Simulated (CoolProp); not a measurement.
Water along the isotherm 386.15 °C: fugacity coefficient from the reference equation and from simpler models built on Tc = 373.9 °C, pc = 220.6 bar, ω = 0.344; each cubic takes its own stable root.

Computed with CoolProp (reference Helmholtz-energy equation of state, Wagner 2002).

```tsv
p (bar)	phase	reference	van der Waals	Redlich-Kwong	Soave-Redlich-Kwong	Peng-Robinson
27.6	gas	0.9614	0.9646	0.9599	0.9604	0.9559
55.2	gas	0.9226	0.9294	0.9204	0.9214	0.9129
82.7	gas	0.8839	0.8944	0.8816	0.8830	0.8709
110	gas	0.8453	0.8596	0.8434	0.8453	0.8301
138	gas	0.8055	0.8238	0.8045	0.8070	0.7890
165	gas	0.7666	0.7887	0.7670	0.7700	0.7498
193	gas	0.7257	0.7515	0.7278	0.7315	0.7093
221	supercritical	0.6834	0.7122	0.6873	0.6920	0.6685
248	supercritical	0.6395	0.6673	0.6442	0.6512	0.6271
276	supercritical	0.5891	0.6211	0.5979	0.6063	0.5823
303	supercritical	0.5466	0.5837	0.5597	0.5682	0.5444
331	supercritical	0.5094	0.5510	0.5261	0.5345	0.5109
```
